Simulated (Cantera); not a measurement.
Standard-state values (1 bar) from the NASA 1993 polynomials, evaluated with Cantera. Values are per mole of reaction as written; species without (g) are pure solids or liquids, kept so even where they would boil at 1 bar.

Problem. Between 573 and 2173 K, where is each reaction favourable under standard conditions?
- 6 CaO + S2(g) = 2 SO3(g) + 6 Ca

Solution. 
- 6 CaO + S2(g) = 2 SO3(g) + 6 Ca: ΔG° is 2716 kJ at 573 K and 2203 kJ at 2173 K; it stays positive (K < 1). ΔH° is 2937 kJ and ΔS° 338 J/K at 2173 K.
